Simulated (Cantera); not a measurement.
Charge: 1 mol C, 1.8 mol NH3, 91 mol H2, held at 927 °C and 21.0 Pa.

Method: chemical equilibrium by Gibbs-energy minimisation in Cantera with the NASA 1993 tables (ideal gas, pure condensed phases). Candidate condensed phases: C, C6H6, C7H8, C8H18; 92 gas species. The numbers say what is thermodynamically allowed, not how fast it happens.

Base state: H2 0.990, N2 0.00951, H 1.36e-5 (mole fractions); condensed: C(graphite).

Task: What changes in the equilibrium state with this change: temperature from 927 °C to 2775 °C?

Result: 
```
species            before     after
----------------  -------  --------
H                 1.36e-5     0.984
H2                  0.990   0.00610
C                   <1e-9   0.00493
CN                  <1e-9  0.000261
N                   <1e-9   8.84e-5
C2                  <1e-9   4.28e-5
HCN               7.23e-6   1.50e-5
N2                0.00951   0.00460
C(graphite), mol    0.999         0
```

Task: What changes in the equilibrium state with this change: temperature from 927 °C to 352 °C?

Result: 
```csv
species,before,after
H2,0.990,0.981
CH4,3.25e-6,0.00977
N2,0.00951,0.00961
H,1.36e-5,<1e-9
"C(graphite), mol",0.999,0.0847
```

Task: What changes in the equilibrium state with this change: temperature from 927 °C to 2027 °C?

Result: 
```
species            before    after
----------------  -------  -------
H2                  0.990    0.511
H                 1.36e-5    0.478
N2                0.00951  0.00596
C2H                 <1e-9  9.32e-5
CN                  <1e-9  9.00e-5
C3                  <1e-9  7.96e-5
C(graphite), mol    0.999   0.0697
```
